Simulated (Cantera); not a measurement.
An isothermal, constant-pressure homogeneous reactor starts with NH3 : N2 = 1 : 5.8 (molar parts), at 1373 K and 0.0133 bar. Integrator tolerance rtol = 1e-08.

Cantera simulation using the gas-phase N/H chemistry of the illustrative SiF4/NH3 mechanism in the Surface Chemkin manual (1991); the numbers are that mechanism's predictions, not measurements. Walls and surfaces, which speed up NH3 decomposition in real reactors, are not modelled.

Question: What does this change do: temperature 1373 to 1825 K?

Answer: 
| quantity | before | after |
|---|---|---|
| x(NH3) at 3.00 s | 0.147 (gas-phase equilibrium 9.34e-8) | 0.0851 (gas-phase equilibrium 2.76e-8) |
| x(NH) at 3.00 s | 7.27e-9 (gas-phase equilibrium <1e-12) | 5.11e-6 (gas-phase equilibrium 2.63e-10) |
| x(H) at 3.00 s | 8.17e-10 (gas-phase equilibrium 1.27e-5) | 6.27e-5 (gas-phase equilibrium 0.00168) |
| x(N2H2) at 3.00 s | 1.68e-8 (gas-phase equilibrium <1e-12) | 6.04e-7 (gas-phase equilibrium <1e-12) |
| x(N2H4) at 3.00 s | 3.52e-10 (gas-phase equilibrium <1e-12) | 9.27e-10 (gas-phase equilibrium <1e-12) |
| x(NH2) at 3.00 s | 5.48e-6 (gas-phase equilibrium 1.21e-11) | 0.000177 (gas-phase equilibrium 6.55e-10) |
| x(H2) at 3.00 s | 8.86e-6 (gas-phase equilibrium 0.192) | 0.0808 (gas-phase equilibrium 0.191) |
